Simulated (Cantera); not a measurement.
A Cantera script and what it prints.

```python
import numpy as np
import cantera as ct

gas_names = """
    AL ALCL ALCL2 ALCL3 ALH AL2 AL2CL6 CL CL2 H HCL H2
""".split()
cond_names = """
    AL(cr) AL(L) ALCL3(s) ALCL3(L)
""".split()


# ... load() reads the species with a 1 bar reference pressure and builds the phases ...
atoms = {
    'AlCl3': {'AL': 1, 'CL': 3},
    'HCl': {'H': 1, 'CL': 1},
    'H2': {'H': 2},
}
top_T = {}  # K; cautious upper limits of use, not melting points


# ... equilibrate(T, P, feed) seeds the gas with the atoms and calls Mixture.equilibrate('TP', solver="vcs", rtol=1e-11, max_steps=5000) ...
results = []
feed = {'AlCl3': 1, 'HCl': 2.7, 'H2': 48}  # mol
T = 773  # K
P = 12  # Pa
mix = equilibrate(T, P, feed)
results.append((T, P, feed, dict(zip(mix.species_names, mix.species_moles))))
print(gas.report(threshold=0.0001))
for i in range(1, mix.n_phases):
    print(f"{mix.phase(i).name:16s} {mix.phase_moles(i):12.5e} mol")
```

It prints:

```
       temperature   773 K
          pressure   12 Pa
           density   1.1865e-05 kg/m^3
  mean mol. weight   6.3547 kg/kmol
   phase of matter   gas

                          1 kg             1 kmol
                     ---------------   ---------------
          enthalpy       -2.7926e+05       -1.7746e+06  J
   internal energy       -1.2907e+06       -8.2017e+06  J
           entropy             38315        2.4348e+05  J/K
    Gibbs function       -2.9897e+07       -1.8999e+08  J
 heat capacity c_p            4809.8             30564  J/K
 heat capacity c_v            3501.4             22250  J/K

                      mass frac. Y      mole frac. X     chem. pot. / RT
                     ---------------   ---------------   ---------------
             ALCL3           0.40582          0.019342           -144.86
               HCL           0.29962          0.052224           -50.013
                H2           0.29454           0.92843           -26.008
     [   +9 minor]        1.1925e-05        2.9227e-07

AL(cr)            0.00000e+00 mol
ALCL3(L)          0.00000e+00 mol
```

Equilibrium computed with Cantera from the NASA thermochemical tables; the gas is ideal and each condensed phase is pure.
